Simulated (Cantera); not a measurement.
A perfectly stirred reactor is fed with 9.37 % CH4, 20.3 % O2, 58.1 % N2, 12.2 % H2O, equivalence ratio 0.92, at 0.280 bar; it is adiabatic with a 300 K inlet, and is followed from long to short residence time, starting on the burning branch (τ in s: 0.19, 0.061, 0.02, 0.0065, 0.0021, 0.00069, 0.00022, 7.3e-05, 2.4e-05).

Computed with Cantera and GRI-Mech 3.0 (53 species, 325 reactions).

Question: Predict: blow-out, bracketed by the residence times tried; x(CH4) at τ = 0.190 s; x(O2) at τ = 0.190 s; x(H2O) at τ = 0.190 s; x(HCO) at τ = 0.190 s; x(N2O) at τ = 0.190 s; x(CH4) at τ = 2.10 ms; x(O2) at τ = 2.10 ms; x(H2O) at τ = 2.10 ms; x(HCO) at τ = 2.10 ms; x(N2O) at τ = 2.10 ms.

Answer: 
```
Item                                                                           Result
------------------------------------------------  -----------------------------------
blow-out, bracketed by the residence times tried  burning at 0.220 ms, out at 73.0 µs
x(CH4) at τ = 0.190 s                                                         4.36e-6
x(O2) at τ = 0.190 s                                                           0.0197
x(H2O) at τ = 0.190 s                                                           0.298
x(HCO) at τ = 0.190 s                                                         3.88e-8
x(N2O) at τ = 0.190 s                                                         6.68e-8
x(CH4) at τ = 2.10 ms                                                        0.000149
x(O2) at τ = 2.10 ms                                                           0.0321
x(H2O) at τ = 2.10 ms                                                           0.273
x(HCO) at τ = 2.10 ms                                                         3.22e-6
x(N2O) at τ = 2.10 ms                                                         3.54e-8
```
